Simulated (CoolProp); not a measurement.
Vapour-liquid equilibrium of cyclohexane (1) + n-dodecane (2) at 457.6 K; x and y are mole fractions of (1).

Computed with CoolProp (multi-fluid Helmholtz-energy mixture model, Zhou 2014 and Lemmon 2004; pair parameters Bell 2016).

```tsv
x	bubble pressure, mixture model (kPa)	bubble pressure, Raoult's law (kPa)	y, mixture model	y, Raoult's law
0.05	77.71	94.39	0.443	0.553
0.15	(withheld)	194.2	(withheld)	0.805
0.25	(withheld)	294.1	0.839	0.887
0.35	315.6	393.9	0.895	0.927
0.45	410.1	493.8	(withheld)	0.950
0.55	511.8	593.6	0.951	0.966
0.65	620.5	693.5	(withheld)	0.978
0.75	735.2	793.3	0.980	0.986
0.85	(withheld)	893.2	0.989	0.993
0.95	(withheld)	993.0	0.997	0.998
```

Question: Complete the blanks.

Answer: 
- 0.15, bubble pressure, mixture model (kPa): 149.5
- 0.15, y, mixture model: 0.730
- 0.25, bubble pressure, mixture model (kPa): 228.7
- 0.45, y, mixture model: 0.929
- 0.65, y, mixture model: 0.968
- 0.85, bubble pressure, mixture model (kPa): 855.3
- 0.95, bubble pressure, mixture model (kPa): 979.6

The largest gap from Raoult's law is -23.0 % in bubble pressure, at x = 0.15. No azeotrope shows between x = 0.05 and 0.95.

The pair parameters rest on a limited set of measurements; away from them the model extrapolates.
